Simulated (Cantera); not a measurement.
An adiabatic, constant-volume homogeneous reactor starts with C₃H₈ : O₂ : N₂ = 1 : 3.33 : 12.5 (molar parts), equivalence ratio 1.5, at 1175 K and 1.80 bar. Integrator tolerance rtol = 1e-08.

Detailed kinetics in Cantera: GRI-Mech 3.0 (53 species, 325 reactions). GRI-Mech 3.0 was tuned for natural gas; its chemistry of propane as a main component is partial and can be far from experiment.

```
quantity                                                              before                                      after
---------------------------------  -----------------------------------------  -----------------------------------------
time of steepest temperature rise                                    7.48 ms                                    8.05 ms
temperature at 2.00 s                                                 2900 K                                     2606 K
equilibrium temperature                                               2900 K                                     2606 K
x(C₃H₈) at 2.00 s                      <1e-12 (gas-phase equilibrium <1e-12)      <1e-12 (gas-phase equilibrium <1e-12)
x(O₂) at 2.00 s                      0.00103 (gas-phase equilibrium 0.00103)  0.000301 (gas-phase equilibrium 0.000301)
x(C₂H) at 2.00 s                       <1e-12 (gas-phase equilibrium <1e-12)      <1e-12 (gas-phase equilibrium <1e-12)
x(CH₃) at 2.00 s                   1.20e-11 (gas-phase equilibrium 1.40e-11)  2.30e-12 (gas-phase equilibrium 2.64e-12)
x(O) at 2.00 s                       0.00112 (gas-phase equilibrium 0.00112)  0.000311 (gas-phase equilibrium 0.000311)
x(HCO) at 2.00 s                     6.23e-7 (gas-phase equilibrium 6.23e-7)    1.76e-7 (gas-phase equilibrium 1.76e-7)
x(H₂O) at 2.00 s                         0.134 (gas-phase equilibrium 0.134)        0.140 (gas-phase equilibrium 0.140)
```

Question: What was changed between the two runs?
A. constant pressure in place of constant volume
B. initial temperature 1175 to 1648 K
C. C3H8 1 to 2.5 parts
D. O2 3.33 to 2.6 parts

Answer: A, constant pressure in place of constant volume
